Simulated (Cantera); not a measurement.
An adiabatic, constant-pressure homogeneous reactor starts with CH3OH : O2 : N2 = 1 : 3.66 : 13.8 (molar parts), at 1800 K and 1.80 bar.

Computed with Cantera and GRI-Mech 3.0 (53 species, 325 reactions). GRI-Mech 3.0 was tuned for natural gas; its chemistry of methanol as a main component is partial and can be far from experiment.

Predict: time of steepest temperature rise; temperature at 6.00 s; equilibrium temperature; x(O2) at 6.00 s; x(H) at 6.00 s; x(H2O2) at 6.00 s.


```json
{
 "time_of_steepest_temperature_rise": "22.3 µs",
 "temperature at 6.00 s": "2539 K",
 "equilibrium_temperature": "2539 K",
 "x(O2) at 6.00 s": "0.103 (gas-phase equilibrium 0.103)",
 "x(H) at 6.00 s": "0.000899 (gas-phase equilibrium 0.000899)",
 "x(H2O2) at 6.00 s": "3.19e-7 (gas-phase equilibrium 3.19e-7)"
}
```
